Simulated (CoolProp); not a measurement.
The numbers come from the reference Helmholtz-energy equation of state, Akasaka 2024 in CoolProp.

Give the vapour pressure (kPa), liquid density (kg/m³), vapour density (kg/m³), enthalpy of vaporisation (kJ/kg) of saturated R1132(E) at -21.15 °C.


```
T (°C)  p (kPa)  liquid density (kg/m³)  vapour density (kg/m³)  enthalpy of vaporisation (kJ/kg)
------  -------  ----------------------  ----------------------  --------------------------------
-21.15      398                    1060                    13.3                               276
```
